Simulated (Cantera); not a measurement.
A freely propagating, adiabatic, planar premixed flame of CO : H₂ : CH₄ : O₂ : N₂ : H₂O = 1 : 1.1 : 0.064 : 0.982 : 3.69 : 0.39 (molar parts), unburnt at 623 K and 0.132 atm; mixture-averaged transport, grid criteria slope 0.08 and curve 0.16, no radiation.

Model: GRI-Mech 3.0 (53 species, 325 reactions), integrated in Cantera. Burning velocities carry a grid error of a few per cent, more on coarse grids.

Problem. How do the results move with these cheaper or finer settings: unity-Lewis-number transport; multicomponent transport; multicomponent+Soret transport; grid criteria slope 0.5, curve 1; grid criteria slope 0.25, curve 0.5; grid criteria slope 0.03, curve 0.06?

Solution. 
```json
[
 {"setting": "as above", "laminar burning velocity": "454 cm/s", "thermal thickness": "5.03 mm", "peak x(HO₂)": "5.81e-5", "peak x(OH)": "0.0140", "grid points": "196"},
 {"setting": "unity-Lewis-number transport", "laminar burning velocity": "275 cm/s", "thermal thickness": "4.00 mm", "peak x(HO₂)": "4.99e-5", "peak x(OH)": "0.0138", "grid points": "177"},
 {"setting": "multicomponent transport", "laminar burning velocity": "449 cm/s", "thermal thickness": "5.01 mm", "peak x(HO₂)": "5.81e-5", "peak x(OH)": "0.0140", "grid points": "196"},
 {"setting": "multicomponent+Soret transport", "laminar burning velocity": "431 cm/s", "thermal thickness": "4.97 mm", "peak x(HO₂)": "5.81e-5", "peak x(OH)": "0.0139", "grid points": "196"},
 {"setting": "grid criteria slope 0.5, curve 1", "laminar burning velocity": "537 cm/s", "thermal thickness": "6.67 mm", "peak x(HO₂)": "5.57e-5", "peak x(OH)": "0.0142", "grid points": "61"},
 {"setting": "grid criteria slope 0.25, curve 0.5", "laminar burning velocity": "482 cm/s", "thermal thickness": "5.57 mm", "peak x(HO₂)": "5.74e-5", "peak x(OH)": "0.0142", "grid points": "84"},
 {"setting": "grid criteria slope 0.03, curve 0.06", "laminar burning velocity": "446 cm/s", "thermal thickness": "4.89 mm", "peak x(HO₂)": "5.84e-5", "peak x(OH)": "0.0138", "grid points": "407"}
]
```
The base run took roughly 19 core-seconds.
Unity Lewis numbers drop preferential diffusion, which matters most where H2 and H carry the flame; Soret adds thermal diffusion.
